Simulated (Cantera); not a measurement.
# Thermodynamics of roasting and sulfation, feed FeS + SO₂ + CO₂

Input: 1 mol FeS, 0.22 mol SO₂, 0.94 mol CO₂, equilibrated at 773.15 K and 1100 Pa.

Method: chemical equilibrium by Gibbs-energy minimisation in Cantera with the NASA 1993 tables (ideal gas, pure condensed phases). Candidate condensed phases: C, Fe, Fe(CO)₅, FeO, FeS, FeSO₄, FeS₂, Fe₂O₃, Fe₂(SO₄)₃, Fe₃O₄, S; 25 gas species. FeS: taken at fixed stoichiometry. Gases not in the tables: S₃ to S₇. Kinetics and transport are ignored.

- x(CO₂): 0.920
- x(SO₂): 0.0781
- x(S₂): 0.00204
- x(CO): 0.000123
- x(COS): 6.18e-5
- x(S₂O): 5.82e-5
- n(FeS(s)): 0.443 mol
- n(FeS₂(s)): 0.346 mol
- n(Fe₃O₄(s)): 0.0701 mol
- gas amount: 1.022 mol
- log10 activity of S(l) (absent): -1.87
- log10 activity of Fe(α) (absent): -5.14
- log10 activity of FeSO₄(s) (absent): -5.37
